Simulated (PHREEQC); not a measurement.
Consider water at 20 °C with 12.5 mmol/kgw ZnCl2. It is in equilibrium with CO2 at log p = 0 (atm). Otherwise closed; pH follows from the charge balance.

Model: ion-association model, wateq4f.dat, run in PHREEQC.

Precipitation was switched off in this run.

Q: Estimate the pH.

A: pH 3.76.

Q: In which forms is Cl present?

A: Cl- 99 %, ZnCl+ 1.3 % of the Cl.
